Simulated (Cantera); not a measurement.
Feed: 1 mol (CH₃)₂SiCl₂, 1.4 mol C₂H₄, 900 mol H₂, held at 0.130 bar.

Equilibrium computed with Cantera from the NASA thermochemical tables; the gas is ideal and each condensed phase is pure. Candidate condensed phases: C, C₆H₆, C₇H₈, C₈H₁₈, Si, SiC; 109 gas species. The feed counts by its element totals alone. Equilibrium is a limit: real reactors are often held back by kinetics, nucleation or transport.

Q: At 1700 K, list the 5 most abundant gas species with their mole fractions, and the condensed phases.

A: H₂ 0.997, HCl 0.00220, H 0.000408, CH₄ 0.000142, C₂H₂ (acetylene) 7.32e-5. Condensed: C(graphite) + SiC(s).
